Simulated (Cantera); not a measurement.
Cantera run, input and output.

```python
import numpy as np
import cantera as ct

gas = ct.Solution("gri30.yaml")
gas.TP = 300, 39000
flame = ct.CounterflowDiffusionFlame(gas, width=0.02)
flame.fuel_inlet.X, flame.fuel_inlet.T = {'CH4': 1, 'H2': 0.046}, 325
flame.oxidizer_inlet.X, flame.oxidizer_inlet.T = {'O2': 0.18, 'N2': 0.82}, 700
flame.set_refine_criteria(ratio=3, slope=0.12, curve=0.24, prune=0.03)
show = ['OH', 'H', 'NO', 'CO', 'C2H2']

rows = []
print(f"{'mdot':>8s}{'a_max':>10s}{'a_mean':>10s}{'Tmax/K':>9s}" + "".join(f"{s:>11s}" for s in show) + "   (peak mole fractions)")
for i, mdot in enumerate([0.23, 0.34, 0.49, 0.71, 1, 1.5, 2.1]):  # kg/m2/s on the oxidiser side
    flame.oxidizer_inlet.mdot, flame.fuel_inlet.mdot = mdot, 0.97 * mdot
    flame.solve(loglevel=0, auto=(i == 0))
    if flame.T.max() < max(325, 700) + 100:
        print(f"{mdot:8.3g}  no burning solution found from the previous one")
        break
    dT = np.abs(np.gradient(flame.T, flame.grid))
    rows.append([flame.strain_rate("max"), flame.strain_rate("mean"), flame.T.max(),
                 *(flame.X[gas.species_index(s)].max() for s in show), max(dT[0], dT[-1]) / dT.max()])
    print(f"{mdot:8.3g}{rows[-1][0]:10.1f}{rows[-1][1]:10.1f}{rows[-1][2]:9.1f}" + "".join(f"{x:11.3e}" for x in rows[-1][3:-1]))
```

It prints:

```
    mdot     a_max    a_mean   Tmax/K         OH          H         NO         CO       C2H2   (peak mole fractions)
    0.23     435.5     109.8   1945.5  6.667e-03  6.977e-03  1.106e-04  4.948e-02  9.184e-03
    0.34     630.0     162.4   1919.8  6.249e-03  6.935e-03  7.824e-05  5.011e-02  7.948e-03
    0.49     888.1     234.0   1884.0  5.608e-03  6.556e-03  4.885e-05  5.091e-02  6.287e-03
    0.71    1250.2     339.1   1821.8  4.528e-03  5.481e-03  2.108e-05  5.139e-02  3.839e-03
       1  no burning solution found from the previous one
```

Cantera simulation using GRI-Mech 3.0 (53 species, 325 reactions); the numbers are that mechanism's predictions, not measurements. GRI-Mech 3.0 has no aromatics or soot, which form on the fuel side of real flames. The maximum strain rate includes the flame's own expansion and is several times the mean. A flux with no burning solution from the previous one only brackets extinction.
